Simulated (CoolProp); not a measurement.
R1233zd(E) at 298.15 K and 2.7 MPa is throttled through a valve to 0.487 MPa with no heat exchange. Each further row changes one setting.

Model: reference Helmholtz-energy equation of state, Akasaka 2022, in CoolProp.

```
case                       temperature change (K)
-------------------------  ----------------------
as stated                                    +0.6
outlet pressure 0.146 MPa                    +0.7
outlet pressure 0.633 MPa                    +0.6
```
